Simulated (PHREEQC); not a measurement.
PHREEQC input (ion-association model, wateq4f.dat):

```
SOLUTION_MASTER_SPECIES
  An  An-  0  An  62.0  # stands for a non-complexing anion
SOLUTION_SPECIES
  An- = An-
    -log_k 0
    -gamma 3.0 0
PHASES
  Fix_H+
    H+ = H+
    -log_k 0
SOLUTION 1
  temp 25
  units mmol/kgw
  pH 7 charge
  Cl 0.024
  Mn(2) 0.012
  Na 10
  An 10
END
SELECTED_OUTPUT 1
  -reset false
  -pH true
  -pe true
  -ionic_strength true
  -water true
  -totals Cl Mn Na Mn(2) Mn(3) Mn(6) Mn(7)
  -molalities Hfo_wOH Hfo_wOH2+ Hfo_wO- Hfo_sOH Hfo_sOH2+ Hfo_sO- Hfo_sOMn+ Hfo_wOMn+
  -saturation_indices Pyrochroite Halite
USER_PUNCH 1
  -headings sigma psi
  10 PUNCH EDL("sigma", "Hfo"), EDL("psi", "Hfo")
PRINT
  -reset false
USE solution 1
SURFACE 1
  Hfo_wOH 0.00921348 600 4.1
  Hfo_sOH 0.000230337
EQUILIBRIUM_PHASES 1
  Fix_H+ -3 HAn 10
    -force_equality true
END
# ... the last block is repeated for the other 12 points of pH, with NaOH or the acid as the point needs
```

Selected output (columns that matter, 13 of 13 rows; pH added in front):

```
pH	mu	Cl	Mn	Na	m_Hfo_wOH	m_Hfo_wOH2+	m_Hfo_wO-	m_Hfo_sOH	m_Hfo_sOH2+	m_Hfo_sO-	si_Pyrochroite	si_Halite	sigma	psi
3	0.015408	2.4e-05	1.2e-05	0.01	0.00089858	0.0083127	2.2252e-06	2.2465e-05	0.00020782	5.5631e-08	-14.325	-8.3102	0.33413	0.19662
3.67	0.013703	2.4e-05	1.1999e-05	0.01	0.0024776	0.0067149	2.0943e-05	6.1941e-05	0.00016787	5.2356e-07	-12.975	-8.3049	0.26914	0.18853
4.33	0.012491	2.4e-05	1.1991e-05	0.01	0.0043437	0.0047793	9.0439e-05	0.00010859	0.00011948	2.2609e-06	-11.648	-8.3009	0.18852	0.17265
5	0.011555	2.4e-05	1.1869e-05	0.01	0.0057877	0.0031848	0.00024095	0.00014461	7.9576e-05	6.0205e-06	-10.307	-8.2976	0.11836	0.15081
5.67	0.010906	2.4e-05	1.0303e-05	0.01	0.0065907	0.0021626	0.00046012	0.00016359	5.368e-05	1.1421e-05	-9.0241	-8.2952	0.068505	0.12446
6.33	0.01048	2.4e-05	3.4421e-06	0.01	0.0069278	0.0015968	0.00068857	0.00016697	3.8485e-05	1.6595e-05	-8.1773	-8.2936	0.03682	0.094493
7	0.010223	2.4e-05	2.6785e-07	0.01	0.0070403	0.0012981	0.00087471	0.00016734	3.0855e-05	2.0791e-05	-7.9445	-8.2926	0.017464	0.060592
7.67	0.010074	2.4e-05	1.4252e-08	0.01	0.0070691	0.0011385	0.0010055	0.00016784	2.7031e-05	2.3873e-05	-7.8778	-8.292	0.0058126	0.024432
8.33	0.010062	2.4e-05	7.5681e-10	0.010097	0.007071	0.0010305	0.0011115	0.00016787	2.4465e-05	2.6389e-05	-7.834	-8.2878	-0.0027833	-0.012042
9	0.0102	2.4e-05	3.9717e-11	0.010366	0.0070522	0.0009131	0.0012478	0.00016742	2.1678e-05	2.9623e-05	-7.7814	-8.2769	-0.012968	-0.048638
9.67	0.010449	2.4e-05	2.3758e-12	0.010822	0.0069755	0.00074874	0.0014887	0.0001656	1.7776e-05	3.5344e-05	-7.6953	-8.2592	-0.029245	-0.083455
10.33	0.010983	2.3999e-05	2.0843e-13	0.011704	0.0067296	0.0005316	0.0019516	0.00015977	1.2621e-05	4.6333e-05	-7.5465	-8.2272	-0.056554	-0.11462
11	0.012457	2.3999e-05	3.6142e-14	0.013767	0.0060552	0.00029327	0.0028641	0.00014376	6.9624e-06	6.7997e-05	-7.2883	-8.1619	-0.10277	-0.14169
```

The oxide is taken as insoluble; below pH 4 it would dissolve.
